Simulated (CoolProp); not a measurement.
A single-stage vapour-compression cycle with C2F6 (R116): evaporating at 209.15 K (dew point), condensing at 268.15 K (bubble point), superheat 0 K, subcooling 0 K, compressor efficiency 0.75, no pressure losses. Each further row changes one setting.

Model: reference Helmholtz-energy equation of state, Lemmon 2006, in CoolProp. It is a short technical equation, of lower accuracy than the large ones.

```json
[
 {"case": "as stated", "cooling COP": "1.40", "pressure ratio": "7.91", "discharge temperature (K)": "276.3", "refrigerating effect (kJ/kg)": "45.4", "volumetric capacity (kJ/m³)": "792"},
 {"case": "evaporating temperature 214.15 K", "cooling COP": "1.66", "pressure ratio": "6.33", "discharge temperature (K)": "275.2", "refrigerating effect (kJ/kg)": "47.8", "volumetric capacity (kJ/m³)": "1030"},
 {"case": "condensing temperature 263.15 K", "cooling COP": "1.70", "pressure ratio": "6.88", "discharge temperature (K)": "270.9", "refrigerating effect (kJ/kg)": "51.7", "volumetric capacity (kJ/m³)": "903"},
 {"case": "subcooling 5 K", "cooling COP": "1.60", "pressure ratio": "7.91", "discharge temperature (K)": "276.3", "refrigerating effect (kJ/kg)": "51.9", "volumetric capacity (kJ/m³)": "906"},
 {"case": "superheat 10 K", "cooling COP": "1.49", "pressure ratio": "7.91", "discharge temperature (K)": "285.8", "refrigerating effect (kJ/kg)": "52.0", "volumetric capacity (kJ/m³)": "856"},
 {"case": "compressor efficiency 0.65", "cooling COP": "1.21", "pressure ratio": "7.91", "discharge temperature (K)": "281.4", "refrigerating effect (kJ/kg)": "45.4", "volumetric capacity (kJ/m³)": "792"}
]
```
